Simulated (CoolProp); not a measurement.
The fluid at 416.19 K and 0.404 MPa is throttled through a valve to 0.137 MPa with no heat exchange. The same conditions are run with several fluids, on thermodynamics alone (safety and materials aside).

The numbers come from the reference Helmholtz-energy equation of state of each fluid (C2F6 (R116): Lemmon 2006; CH3F (R41): Lemmon 2006; R1233zd(E): Akasaka 2022; carbonyl sulfide: Lemmon 2006; R245ca: Zhou 2016) in CoolProp.

```
fluid             temperature change (K)  final density (kg/m³)
----------------  ----------------------  ---------------------
C2F6 (R116)                         -0.9                   5.50
CH3F (R41)                          -1.9                   1.36
R1233zd(E)                          -3.2                   5.30
carbonyl sulfide                    -2.5                   2.41
R245ca                              -2.6                   5.43
```
